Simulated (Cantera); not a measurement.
An isothermal, constant-pressure homogeneous reactor starts with NO : N2 = 1 : 4.6 (molar parts), at 1825 K and 75.0 Torr. Integrator tolerance rtol = 1e-08.

Cantera simulation using GRI-Mech 3.0 (53 species, 325 reactions); the numbers are that mechanism's predictions, not measurements.

| quantity | before | after |
|---|---|---|
| x(NO) at 300 s | 0.00563 (gas-phase equilibrium 0.00315) | 0.0222 (gas-phase equilibrium 0.00315) |
| x(NO2) at 300 s | 2.72e-6 (gas-phase equilibrium 1.53e-6) | 5.25e-6 (gas-phase equilibrium 7.89e-7) |
| x(O2) at 300 s | 0.0864 (gas-phase equilibrium 0.0876) | 0.0780 (gas-phase equilibrium 0.0876) |
| x(N2) at 300 s | 0.908 (gas-phase equilibrium 0.909) | 0.899 (gas-phase equilibrium 0.909) |
| x(N2O) at 300 s | 6.87e-8 (gas-phase equilibrium 6.13e-8) | 1.85e-7 (gas-phase equilibrium 3.16e-8) |

Task: Name the change that produced these shifts.
(A) N2 4.6 to 18 parts
(B) temperature 1825 to 1975 K
(C) temperature 1825 to 2150 K
(D) pressure from 75.0 Torr to 20.0 Torr

Result: D, pressure from 75.0 Torr to 20.0 Torr
